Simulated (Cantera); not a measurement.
Feed: 1 mol C₂H₅OH, 0.17 mol O₂, 0.46 mol N₂, at 473 Torr.

Cantera equilibrium calculation (NASA polynomials, part measured and part estimated; ideal gas, pure solids and liquids). Candidate condensed phases: C, C₆H₆, C₇H₈, C₈H₁₈, H₂O; 136 gas species. Kinetics and transport are ignored.

log p: log10 of the partial pressure in bar; n: condensed amount in mol.

| T (K) | log p H₂ | log p CO | log p N₂ | log p HCN | log p H | log p CH₄ | n C(graphite) |
|---|---|---|---|---|---|---|---|
| 1300 | -0.41 | -0.76 | -1.22 | -4.50 | -6.16 | -2.92 | 0.657 |
| 1400 | -0.41 | -0.76 | -1.22 | -4.12 | -5.52 | -3.18 | 0.657 |
| 1500 | -0.41 | -0.75 | -1.22 | -3.79 | -4.96 | -3.40 | 0.657 |
| 1600 | -0.41 | -0.75 | -1.22 | ___ | ___ | ___ | 0.656 |
| 1700 | -0.41 | -0.75 | -1.22 | -3.25 | -4.03 | -3.77 | 0.654 |
| 1800 | -0.41 | -0.75 | -1.22 | ___ | ___ | ___ | 0.651 |
| 1900 | -0.41 | -0.75 | -1.22 | -2.83 | -3.30 | -4.06 | 0.645 |
| 2000 | -0.41 | -0.76 | -1.23 | -2.65 | -2.99 | -4.19 | 0.637 |
| 2100 | -0.41 | -0.76 | -1.23 | -2.49 | -2.71 | -4.30 | 0.625 |

**Question.** Some entries are withheld; supply them.

**Answer.** 
- 1600, log p HCN: -3.50
- 1600, log p H: -4.47
- 1600, log p CH₄: -3.60
- 1800, log p HCN: -3.03
- 1800, log p H: -3.65
- 1800, log p CH₄: -3.93
